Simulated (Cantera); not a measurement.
Charge: 1 mol c-C4F8, 0.3 mol CH4, equilibrated at 1000 Pa.

These are equilibrium values from Cantera (NASA tables, ideal gas, pure condensed phases), not measurements of a reactor. Candidate condensed phases: C, C6H6, C7H8, C8H18; 110 gas species. Ions and electrons are included (thermal ionisation). The feed counts by its element totals alone. Kinetics and transport are ignored.

Q: At 4750 K, list the 4 most abundant gas species with their mole fractions, and the condensed phases.

A: F 0.593, C 0.315, H 0.0886, C2 0.00144. Condensed: gas only.
